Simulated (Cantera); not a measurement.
SiCl4 + H2 + Cl2 (chlorosilane synthesis and conversion)

A closed system holds: 1 mol SiCl4, 7.7 mol H2, 0.57 mol Cl2, equilibrated at 975 K and 1.80 bar.

Method: chemical equilibrium by Gibbs-energy minimisation in Cantera with the NASA 1993 tables (ideal gas, pure condensed phases). Candidate condensed phases: Si; 19 gas species. The tables' values for SiCl3 are old estimates; treat these amounts as uncertain. The numbers say what is thermodynamically allowed, not how fast it happens.

The x(H2) comes out as 0.765. The x(HCl) is 0.127, the x(SiCl4) is 0.104 and the x(SiHCl3) is 0.00360. The x(SiCl3) is 3.84e-5 and the x(SiH2Cl2) comes out as 1.30e-5. The gas amount comes out as 9.270 mol and the log10 activity of Si(s) (absent) comes out as -4.93.
